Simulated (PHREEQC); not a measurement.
Consider water at 20 °C with 0.012 mol/kgw H2S. Closed to the air; pH follows from the charge balance.

The numbers come from PHREEQC with the ion-association model, phreeqc.dat.

The pH is 4.47 and the ionic strength is 3.44e-5 mol/kgw.

```
species  molality  activity   log γ
-------  --------  --------  ------
H2S        0.0120    0.0120   0.000
H+        3.44e-5   3.42e-5  -0.003
HS-       3.44e-5   3.42e-5  -0.003
```

No solid was allowed to form.
